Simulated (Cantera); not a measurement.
Feed: 1 mol SiCl₄, 0.17 mol CH₄, 4.5 mol H₂, 0.2 mol C₃H₈, held at 6.45 Torr.

Method: chemical equilibrium by Gibbs-energy minimisation in Cantera with the NASA 1993 tables (ideal gas, pure condensed phases). Candidate condensed phases: C, C₆H₆, C₇H₈, C₈H₁₈, Si, SiC; 109 gas species. The tables' values for SiCl₃, SiCl are old estimates; treat these amounts as uncertain. Equilibrium is a limit: real reactors are often held back by kinetics, nucleation or transport. All values below are at 1798 K.

Base state: H₂ 0.507, HCl 0.457, SiCl₂ 0.0305, H 0.00270, Cl 0.00186, SiCl₃ 0.000923, C₂H₂ (acetylene) 8.75e-5, SiCl₄ 4.53e-5 (mole fractions); condensed: C(graphite) + SiC(s).

Q: What changes in the equilibrium state with this change: SiCl₄ replaced by SiH₄?

A: 
```tsv
species	before	after
H₂	0.507	0.996
H	0.00270	0.00379
Si	8.56e-6	0.000359
HCl	0.457	0
SiCl₂	0.0305	0
Cl	0.00186	0
SiCl₃	0.000923	0
SiCl₄	4.53e-5	0
SiCl	4.46e-5	0
SiHCl₃	1.25e-5	0
C(graphite), mol	0.00969	0
SiC(s), mol	0.759	0.770
Si(l), mol	0	0.227
```
Mutual solubility and eutectic melting of coexisting phases are not modelled. Gases not in the tables: Si₂H₆ and higher silanes.

Q: What changes in the equilibrium state with this change: SiCl₄ replaced by (CH₃)₂SiCl₂?

A: 
```csv
species,before,after
H₂,0.507,0.793
HCl,0.457,0.199
SiCl₂,0.0305,0.00369
SiCl₄,4.53e-5,6.65e-7
SiCl₃,0.000923,3.89e-5
SiHCl₃,1.25e-5,6.62e-7
Cl,0.00186,0.000649
"C(graphite), mol",0.00969,1.80
"SiC(s), mol",0.759,0.964
```
The feed counts by its element totals alone.
